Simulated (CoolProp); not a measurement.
Vapour-liquid equilibrium of sulfur dioxide (1) + toluene (2) at 354.4 K; x and y are mole fractions of (1).

Model: multi-fluid Helmholtz-energy mixture model, Gao 2016 and Lemmon 2006; pair parameters Bell 2016, in CoolProp.

| x | bubble pressure (MPa) | y at the bubble point | dew pressure at overall composition x (MPa) | liquid density (mol/L) |
|---|---|---|---|---|
| 0.05 | 0.1015 | 0.611 | … | 9.053 |
| 0.125 | 0.2078 | 0.820 | 0.04628 | 9.495 |
| 0.2 | 0.3287 | 0.893 | 0.05053 | 9.971 |
| 0.275 | 0.4598 | 0.929 | 0.05564 | 10.48 |
| 0.35 | 0.5972 | 0.949 | 0.06188 | 11.04 |
| 0.425 | 0.7373 | 0.962 | 0.06970 | 11.64 |
| 0.5 | 0.8778 | … | 0.07975 | … |
| 0.575 | 1.017 | 0.977 | 0.09318 | 13.00 |
| 0.65 | 1.156 | 0.983 | 0.1121 | 13.77 |
| 0.725 | 1.295 | 0.987 | 0.1405 | 14.62 |
| 0.8 | 1.437 | 0.991 | 0.1885 | 15.56 |
| 0.875 | 1.584 | 0.994 | 0.2870 | 16.59 |
| 0.95 | 1.740 | 0.998 | 0.6070 | 17.72 |

Problem. What belongs in the gaps?

Solution. 
- 0.05, dew pressure at overall composition x (MPa): 0.04268
- 0.5, y at the bubble point: 0.971
- 0.5, liquid density (mol/L): 12.29

No azeotrope shows between x = 0.05 and 0.95.

Pair parameters are fitted to limited data, so mixtures are less certain than the pure fluids.
